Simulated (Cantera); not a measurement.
Feed: 1 mol HgO, 0.079 mol H₂, at 0.133 bar.

These are equilibrium values from Cantera (NASA tables, ideal gas, pure condensed phases), not measurements of a reactor. Candidate condensed phases: H₂O, Hg, HgO; 10 gas species. Equilibrium is a limit: real reactors are often held back by kinetics, nucleation or transport.

Which condensed phases are stable at each of these points (T (K)): 625, 725, 825, 925, 1025, 1125, 1225, 1325, 1425?


| T (K) | condensed phases | Hg condensed (%) |
|---|---|---|
| 625 | HgO(s) | 86.2 |
| 725 | gas only | 0.0 |
| 825 | gas only | 0.0 |
| 925 | gas only | 0.0 |
| 1025 | gas only | 0.0 |
| 1125 | gas only | 0.0 |
| 1225 | gas only | 0.0 |
| 1325 | gas only | 0.0 |
| 1425 | gas only | 0.0 |

At 625 K the condensed part is HgO(s). From 725 K to 1425 K nothing is condensed.
